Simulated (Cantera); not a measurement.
Mixture: C2H4 : O2 : N2 : CO2 = 1 : 3.26 : 12.3 : 1.7 (molar parts), at 5.00 bar, adiabatic and at constant volume. Ignition delay is the time to a rise of 400 K.

Detailed kinetics in Cantera: GRI-Mech 3.0 (53 species, 325 reactions). GRI-Mech 3.0 was tuned for natural gas; its chemistry of ethylene as a main component is partial and can be far from experiment.

Question: What does this change do: N2 12.3 to 17 parts?

Answer: 
| quantity | before | after |
|---|---|---|
| delay at 1198 K | 0.910 ms | 1.01 ms |
| delay at 1298 K | 86.7 µs | 91.6 µs |
| delay at 1398 K | 19.1 µs | 21.6 µs |
| delay at 1498 K | 8.99 µs | 10.6 µs |
| apparent activation energy between 1448 and 1548 K | 110 kJ/mol | 110 kJ/mol |
